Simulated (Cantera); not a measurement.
Cantera run:

```python
import numpy as np
import cantera as ct

gas_names = [...]  # 109 gases of nasa_gas.yaml made of C, Cl, H, Si
cond_names = """
    C(gr) C6H6(L) C7H8(L) C8H18(L),n-octa Si(cr) Si(L) SiC(b)
""".split()


# ... load() reads the species with a 1 bar reference pressure and builds the phases ...
atoms = {
    'SiHCl3': {'Si': 1, 'H': 1, 'CL': 3},
    'C2H4': {'C': 2, 'H': 4},
    'H2': {'H': 2},
    'HCl': {'H': 1, 'CL': 1},
}
top_T = {'C(gr)': 4500, 'SiC(b)': 3050}  # K; cautious upper limits of use, not melting points


# ... equilibrate(T, P, feed) seeds the gas with the atoms and calls Mixture.equilibrate('TP', solver="vcs", rtol=1e-11, max_steps=5000) ...
results = []
T = 1225  # K
P = 330  # Pa
for m in [0.067, 0.1, 0.14, 0.17, 0.2, 0.24, 0.27, 0.31, 0.34, 0.37, 0.41]:
    feed = {'SiHCl3': 1, 'C2H4': m, 'H2': 8.1, 'HCl': 0.047}  # mol
    mix = equilibrate(T, P, feed)
    results.append((T, P, feed, dict(zip(mix.species_names, mix.species_moles))))

top = {s: max(r[3][s] / sum(r[3][g] for g in gas_names) for r in results) for s in gas_names}
cols = sorted((s for s in top if top[s] > 1e-06), key=lambda s: -top[s])[:8]
seen = [c for c in cond_names if any(r[3].get(c, 0) > 1e-12 for r in results)]
print("log10 of partial pressures in bar; condensed amounts in mol")
print(f"{'n(C2H4)':>10s}" + "".join(f"{s[:9]:>10s}" for s in cols + seen))
for T, P, feed, n in results:
    ng = sum(n[g] for g in gas_names)
    print(f"{feed['C2H4']:10.4g}" + "".join(f"{np.log10(max(n[s] / ng * P / 1e5, 1e-99)):10.3f}" for s in cols)
          + "".join(f"{n.get(c, 0):10.4g}" for c in seen))
```

It prints:

```
log10 of partial pressures in bar; condensed amounts in mol
   n(C2H4)        H2       HCL     SiCL2     SiCL4     SiCL3    SiHCL3   SiH2CL2         H    Si(cr)    SiC(b)
     0.067    -2.576    -3.383    -3.802    -4.403    -4.551    -5.102    -6.676    -7.795    0.1519     0.134
       0.1    -2.576    -3.384    -3.805    -4.409    -4.556    -5.106    -6.678    -7.794   0.08722       0.2
      0.14    -2.575    -3.386    -3.809    -4.416    -4.561    -5.111    -6.681    -7.794  0.008853      0.28
      0.17    -2.577    -3.356    -3.859    -4.405    -4.581    -5.132    -6.734    -7.795         0      0.34
       0.2    -2.580    -3.322    -3.923    -4.398    -4.609    -5.162    -6.800    -7.796         0       0.4
      0.24    -2.583    -3.279    -4.016    -4.401    -4.658    -5.212    -6.897    -7.798         0      0.48
      0.27    -2.587    -3.248    -4.094    -4.415    -4.703    -5.259    -6.978    -7.800         0      0.54
      0.31    -2.591    -3.208    -4.212    -4.449    -4.780    -5.338    -7.101    -7.802         0      0.62
      0.34    -2.595    -3.180    -4.314    -4.491    -4.852    -5.411    -7.207    -7.804         0      0.68
      0.37    -2.599    -3.153    -4.433    -4.550    -4.941    -5.503    -7.330    -7.806         0      0.74
      0.41    -2.605    -3.118    -4.632    -4.674    -5.102    -5.667    -7.535    -7.809         0      0.82
```

These are equilibrium values from Cantera (NASA tables, ideal gas, pure condensed phases), not measurements of a reactor. Mutual solubility and eutectic melting of coexisting phases are not modelled. The tables' values for SiCl3 are old estimates; treat these amounts as uncertain.
